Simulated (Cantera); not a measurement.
An adiabatic, constant-volume homogeneous reactor starts with CO : H2 : CH4 : O2 : N2 = 1 : 0.031 : 0.51 : 1.71 : 6.48 (molar parts), at 1475 K and 1.00 bar. Integrator tolerance rtol = 1e-08.

Cantera simulation using GRI-Mech 3.0 (53 species, 325 reactions); the numbers are that mechanism's predictions, not measurements.

### Question
What does this change do: pressure from 1.00 bar to 16.0 bar?

### Answer
| quantity | before | after |
|---|---|---|
| time of steepest temperature rise | 0.860 ms | 0.111 ms |
| temperature at 0.100 s | 2848 K | 3079 K |
| equilibrium temperature | 2848 K | 3079 K |
| x(CO) at 0.100 s | 0.0633 (gas-phase equilibrium 0.0633) | 0.0485 (gas-phase equilibrium 0.0485) |
| x(H2) at 0.100 s | 0.00843 (gas-phase equilibrium 0.00843) | 0.00557 (gas-phase equilibrium 0.00557) |
| x(CH4) at 0.100 s | <1e-12 (gas-phase equilibrium <1e-12) | <1e-12 (gas-phase equilibrium <1e-12) |
| x(CH2) at 0.100 s | <1e-12 (gas-phase equilibrium <1e-12) | <1e-12 (gas-phase equilibrium <1e-12) |
| x(HCN) at 0.100 s | 1.82e-9 (gas-phase equilibrium 1.82e-9) | 1.17e-8 (gas-phase equilibrium 1.17e-8) |
The pressure lies above the range GRI-Mech 3.0 was tuned for (to about 10 atm). Above 3000 K some thermodynamic fits are extrapolated.

### Question
What does this change do: H2 0.031 to 0.055 parts?

### Answer
```json
[
 {"quantity": "time of steepest temperature rise", "before": "0.860 ms", "after": "0.691 ms"},
 {"quantity": "temperature at 0.100 s", "before": "2848 K", "after": "2851 K"},
 {"quantity": "equilibrium temperature", "before": "2848 K", "after": "2851 K"},
 {"quantity": "x(CO) at 0.100 s", "before": "0.0633 (gas-phase equilibrium 0.0633)", "after": "0.0639 (gas-phase equilibrium 0.0639)"},
 {"quantity": "x(H2) at 0.100 s", "before": "0.00843 (gas-phase equilibrium 0.00843)", "after": "0.00877 (gas-phase equilibrium 0.00877)"},
 {"quantity": "x(CH4) at 0.100 s", "before": "<1e-12 (gas-phase equilibrium <1e-12)", "after": "<1e-12 (gas-phase equilibrium <1e-12)"},
 {"quantity": "x(CH2) at 0.100 s", "before": "<1e-12 (gas-phase equilibrium <1e-12)", "after": "<1e-12 (gas-phase equilibrium <1e-12)"},
 {"quantity": "x(HCN) at 0.100 s", "before": "1.82e-9 (gas-phase equilibrium 1.82e-9)", "after": "1.91e-9 (gas-phase equilibrium 1.91e-9)"}
]
```
